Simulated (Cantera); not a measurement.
An adiabatic, constant-volume homogeneous reactor starts with 18.2 % CH₄, 1.20 % C₂H₆, 16.9 % O₂, 63.7 % N₂, equivalence ratio 2.4, at 1050 K and 9.20 bar.

Detailed kinetics in Cantera: GRI-Mech 3.0 (53 species, 325 reactions).

One state of this run: T (K) = 2233; P (bar) = 24.3; x CH₄ = 1.25e-7; x C₂H₆ = <1e-12; x O₂ = 1.41e-8; x OH = 4.02e-5; x CO₂ = 0.0119; x H₂O = 0.0946; x C₂H₄ = 1.49e-12. x: mole fraction; the columns are a selection and need not sum to one.

**Question.** Which value of t (s) does it belong to?
A) 0.0473
B) 7.16e-5
C) 4.00e-6
D) 1.69e-5

**Answer.** A, 0.0473
